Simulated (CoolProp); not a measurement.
A single-stage vapour-compression cycle with R245ca: evaporating at 305.15 K (dew point), condensing at 348.15 K (bubble point), superheat 8 K, subcooling 2 K, compressor efficiency 0.9, no pressure losses. Each further row changes one setting.

Model: reference Helmholtz-energy equation of state, Zhou 2016, in CoolProp.

| case | cooling COP | pressure ratio | discharge temperature (K) | refrigerating effect (kJ/kg) | volumetric capacity (kJ/m³) |
|---|---|---|---|---|---|
| as stated | 5.29 | 3.84 | 349.1 | 149 | 1050 |
| evaporating temperature 310.15 K | 6.24 | 3.21 | 349.6 | 153 | 1270 |
| condensing temperature 343.15 K | 6.18 | 3.35 | 345.2 | 157 | 1100 |
| subcooling 7 K | 5.55 | 3.84 | 349.1 | 156 | 1100 |
| superheat 18 K | 5.42 | 3.84 | 358.9 | 159 | 1070 |
| compressor efficiency 0.8 | 4.70 | 3.84 | 352.4 | 149 | 1050 |
